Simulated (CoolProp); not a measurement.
Vapour pressure (bar) of R113: the reference equation beside estimates from Tc = 487.2 K, pc = 33.92 bar, ω = 0.253. Clausius-Clapeyron is anchored at 335.1 K with a constant enthalpy of vaporisation of 26.15 kJ/mol.

Model: reference Helmholtz-energy equation of state, Marx 1992, in CoolProp.

| T (K) | reference | Lee-Kesler | Clausius-Clapeyron | Redlich-Kwong | Soave-Redlich-Kwong | Peng-Robinson |
|---|---|---|---|---|---|---|
| 306.9 | 0.6253 | 0.6193 | 0.6723 | 1.137 | 0.6218 | 0.6295 |
| 312.5 | 0.7648 | 0.7589 | 0.8079 | 1.354 | 0.7610 | 0.7679 |
| 318.2 | 0.9309 | 0.9254 | 0.9675 | 1.605 | 0.9269 | 0.9325 |
| 323.8 | 1.120 | 1.116 | 1.148 | 1.884 | 1.116 | 1.120 |
| 329.5 | 1.343 | 1.339 | 1.358 | 2.203 | 1.339 | 1.340 |
| 335.1 | 1.593 | 1.591 | 1.593 | 2.552 | 1.590 | 1.588 |
| 340.7 | 1.878 | 1.878 | 1.859 | 2.941 | 1.876 | 1.870 |
| 346.4 | 2.206 | 2.208 | 2.164 | 3.378 | 2.207 | 2.196 |
| 352 | 2.570 | 2.575 | 2.500 | 3.852 | 2.573 | 2.557 |
| 357.7 | 2.985 | 2.993 | 2.882 | 4.380 | 2.993 | 2.969 |
| 363.3 | 3.440 | 3.452 | 3.301 | 4.948 | 3.453 | 3.421 |
| 368.9 | 3.946 | 3.961 | 3.764 | 5.565 | 3.965 | 3.925 |

Absolute difference from the reference over all 12 rows, mean and median: Lee-Kesler 0.4 and 0.3 %, Clausius-Clapeyron 3.2 and 3.1 %, Redlich-Kwong 59.6 and 58.4 %, Soave-Redlich-Kwong 0.3 and 0.3 %, Peng-Robinson 0.4 and 0.4 %.
